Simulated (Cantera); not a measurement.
Charge: 1 mol MgCl₂, 7.2 mol H₂, held at 3.00 Pa.

Cantera equilibrium calculation (NASA polynomials, part measured and part estimated; ideal gas, pure solids and liquids). Candidate condensed phases: Mg, MgCl₂; 10 gas species. Kinetics and transport are ignored.

Problem. At 1325 K, list the 6 most abundant gas species with their mole fractions, and the condensed phases.

Solution. H₂ 0.849, MgCl₂ 0.105, HCl 0.0302, Mg 0.0150, H 0.000275, MgCl 0.000254. Condensed: gas only.
